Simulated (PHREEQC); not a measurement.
## Buffer

Dissolve 0.062 mol/kgw NaHCO3, 0.0062 mol/kgw KOH and 0.00082 mol/kgw LiCl at 25 °C. Closed to the air; pH follows from the charge balance.

All values are PHREEQC results (ion-association model, phreeqc.dat), not measurements.

Each row changes one thing in this solution. This is a speciation only: nothing precipitates in the calculation.

```json
[
 {"case": "as made", "pH": "8.95", "ionic strength (mol/kgw)": "0.0701", "SI of Sylvite (KCl)": "-6.40"},
 {"case": "diluted 5-fold with water", "pH": "9.17", "ionic strength (mol/kgw)": "0.0147", "SI of Sylvite (KCl)": "[?]"},
 {"case": "NaHCO3 left out", "pH": "11.75", "ionic strength (mol/kgw)": "0.00702", "SI of Sylvite (KCl)": "-6.27"},
 {"case": "temperature from 25 to 85 °C", "pH": "8.14", "ionic strength (mol/kgw)": "[?]", "SI of Sylvite (KCl)": "[?]"},
 {"case": "NaHCO3 from 0.062 to 0.0124 mol/kgw", "pH": "[?]", "ionic strength (mol/kgw)": "0.0241", "SI of Sylvite (KCl)": "[?]"}
]
```

Question: What belongs in the gaps?

Answer: 
- diluted 5-fold with water, SI of Sylvite (KCl): -7.70
- temperature from 25 to 85 °C, ionic strength (mol/kgw): 0.0636
- temperature from 25 to 85 °C, SI of Sylvite (KCl): -6.66
- NaHCO3 from 0.062 to 0.0124 mol/kgw, pH: 10.07
- NaHCO3 from 0.062 to 0.0124 mol/kgw, SI of Sylvite (KCl): -6.33

Complexes and solids missing from the database can't appear. Constants without temperature data keep their 25 °C values here.
